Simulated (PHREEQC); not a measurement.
Acid rinse or clean: speciation

Solution (20 °C): 0.03 mol H2SO4, 0.22 mol NaCl and 0.00012 mol MgCl2 per kg of water. Closed to the air; pH follows from the charge balance.

The numbers come from PHREEQC with the ion-association model, wateq4f.dat.

No solid was allowed to form.

### Question
Estimate the pH, ionic strength.

### Answer
pH 1.44; ionic strength 0.275 mol/kgw.

### Question
In which forms is S present?

### Answer
HSO4- 48 %, SO4-2 41 %, NaSO4- 11 % of the S.

Complexes and solids missing from the database can't appear.
